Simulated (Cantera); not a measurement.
Charge: 1 mol SiCl₄, 5.6 mol NH₃, 7.6 mol N₂, held at 998 K and 57.0 Pa.

Cantera equilibrium calculation (NASA polynomials, part measured and part estimated; ideal gas, pure solids and liquids). Candidate condensed phases: NH₄Cl, Si, Si₃N₄; 28 gas species. Rates play no part.

Base state: N₂ 0.484, H₂ 0.319, HCl 0.196, SiCl₄ 0.000594 (mole fractions); condensed: Si₃N₄(s).

Question: What changes in the equilibrium state with this change: SiCl₄ replaced by SiH₂Cl₂?

Answer: 
```csv
species,before,after
N₂,0.484,0.483
H₂,0.319,0.417
HCl,0.196,0.0992
SiCl₄,0.000594,2.27e-5
"Si₃N₄(s), mol",0.329,0.333
```

Question: What changes in the equilibrium state with this change: SiCl₄ replaced by trisilylamine?

Answer: 
```json
[
 {"species": "H₂", "before": "0.319", "after": "0.592"},
 {"species": "N₂", "before": "0.484", "after": "0.408"},
 {"species": "HCl", "before": "0.196", "after": "0"},
 {"species": "SiCl₄", "before": "0.000594", "after": "0"},
 {"species": "Si₃N₄(s), mol", "before": "0.329", "after": "1.00"}
]
```
The feed counts by its element totals alone.

Question: What changes in the equilibrium state with this change: SiCl₄ replaced by SiHCl₃?

Answer: 
| species | before | after |
|---|---|---|
| N₂ | 0.484 | 0.484 |
| H₂ | 0.319 | 0.368 |
| HCl | 0.196 | 0.148 |
| SiCl₄ | 0.000594 | 0.000146 |
| Si₃N₄(s), mol | 0.329 | 0.332 |
